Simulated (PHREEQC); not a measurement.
Make-up at 25 °C: 0.0094 mol NaHF2 per kg of water. Closed to the air; pH follows from the charge balance.

Equilibrium calculation in PHREEQC: ion-association model, phreeqc.dat.

```csv
quantity,before,after
pH,3.19,3.10
HF (mol/kgw),0.00839,0.0398
HF2- (mol/kgw),0.000314,0.00625
NaF (mol/kgw),4.25e-5,0.000728
```

Task: Name the change that produced these shifts.
(A) 0.00023 mol/kgw H3PO4 added
(B) NaHF2 from 0.0094 to 0.047 mol/kgw
(C) diluted 10-fold with water
(D) diluted 2-fold with water

Result: B, NaHF2 from 0.0094 to 0.047 mol/kgw

Precipitation was switched off in this run.
